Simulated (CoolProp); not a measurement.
The numbers come from the reference Helmholtz-energy equation of state, Guder 2009 in CoolProp.

Give the vapour pressure (kPa), enthalpy of vaporisation (kJ/kg), surface tension (mN/m), liquid viscosity (µPa s) of saturated sulfur hexafluoride at 271.9, 282.1 K.


```csv
T (K),p (kPa),enthalpy of vaporisation (kJ/kg),surface tension (mN/m),liquid viscosity (µPa s)
271.9,1210,84.9,4.67,189
282.1,1590,77.2,3.41,158
```

Viscosity comes from a separate model (Quiñones-Cisneros 2012). Surface tension comes from a separate correlation (Mulero 2012).
